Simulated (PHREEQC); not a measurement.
1 kg of water holding 0.016 mol/kgw KCl, 0.017 mol/kgw K2CO3, 0.14 mol/kgw KHCO3 and 0.19 mol/kgw K2SO4 is evaporated at 25 °C; the solids stay in contact with the brine. The system is closed to CO2. The run lets Arcanite, Kalicinite, Misenite, Sylvite precipitate or redissolve, and no other solid.

The numbers come from PHREEQC with the Pitzer model, pitzer.dat.

```csv
water left (kg),ionic strength,water activity,Arcanite (mol),Kalicinite (mol)
1,0.777,0.987,0,0
0.6755,1.15,0.981,0,0
0.4563,(withheld),(withheld),0,0
0.2533,2.12,0.964,0.0804,0
0.1711,2.32,0.956,0.127,0
0.1156,2.70,0.944,0.155,0
0.06418,(withheld),0.912,0.176,0
0.04335,5.14,0.884,0.182,0.00771
0.0293,5.58,0.876,0.186,0.0567
0.01978,6.29,(withheld),0.188,0.0894
0.01337,(withheld),(withheld),0.189,(withheld)
0.007423,10.6,(withheld),0.190,0.129
0.005008,13.2,0.708,0.190,0.134
```

### Question
Complete the blanks.

### Answer

- 0.4563, ionic strength: 1.70
- 0.4563, water activity: 0.973
- 0.06418, ionic strength: 3.88
- 0.01978, water activity: 0.863
- 0.01337, ionic strength: 7.43
- 0.01337, water activity: 0.839
- 0.01337, Kalicinite (mol): 0.111
- 0.007423, water activity: 0.762

Species that the database lacks are ignored.
